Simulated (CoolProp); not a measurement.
The fluid at 533.84 K and 0.858 MPa (stagnation) flows isentropically through a choked orifice. The same conditions are run with several fluids, on thermodynamics alone (safety and materials aside).

Model: reference Helmholtz-energy equation of state of each fluid (dimethyl carbonate: Zhou 2011; isohexane: Lemmon 2006; benzene: Thol 2012; cyclohexane: Zhou 2014; n-heptane: Span 2003), in CoolProp.

```tsv
fluid	throat to inlet pressure ratio	mass flux (kg/(m² s))	throat temperature (K)
dimethyl carbonate	___	___	___
isohexane	0.608	___	___
benzene	0.601	___	516.6
cyclohexane	0.607	2350	___
n-heptane	0.615	2590	___
```

**Question.** Some entries are withheld; supply them.

**Answer.** 
- dimethyl carbonate, throat to inlet pressure ratio: 0.602
- dimethyl carbonate, mass flux (kg/(m² s)): 2440
- dimethyl carbonate, throat temperature (K): 517.9
- isohexane, mass flux (kg/(m² s)): 2370
- isohexane, throat temperature (K): 522.8
- benzene, mass flux (kg/(m² s)): 2280
- cyclohexane, throat temperature (K): 521.4
- n-heptane, throat temperature (K): 523.5
